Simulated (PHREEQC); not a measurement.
0.011 g of hydrous ferric oxide (600 m²/g; 0.2 weak and 0.005 strong sites per Fe, Dzombak-Morel constants, diffuse double layer) in 1 kg of water with 0.01 mol/kgw of an inert sodium salt and 1.3e-05 mol/kgw Na2HAsO4, at 25 °C; the pH is set by adding NaOH or the inert anion's acid. Oxygen alone is held at its pressure in air (log pO2 = -0.68). No CO2 enters from the air. Precipitation was switched off in this run.

Base run: PHREEQC, ion-association model, wateq4f.dat. Each further column changes one thing. The table gives As sorbed (%).

| pH | base | background salt from 0.01 to 0.001 mol/kgw | oxide from 0.011 to 0.055 g/kgw | 3.7e-05 mol/kgw CaCl2 added |
|---|---|---|---|---|
| 3 | 99.9 | 100.0 | 100.0 | 99.9 |
| 4.33 | 99.6 | 99.8 | 100.0 | 99.6 |
| 5 | 99.1 | 99.5 | 100.0 | 99.1 |
| 6.33 | 93.4 | 94.0 | 100.0 | 93.5 |
| 7.67 | 61.2 | 62.8 | 99.4 | 62.7 |
| 9 | 17.2 | 16.6 | 65.6 | 25.7 |
| 9.67 | 7.6 | 6.1 | 32.7 | 31.3 |
| 11 | 0.4 | 0.1 | 1.8 | 36.4 |

The oxide is taken as insoluble; below pH 4 it would dissolve. The database has no arsenate complexes of Ca.
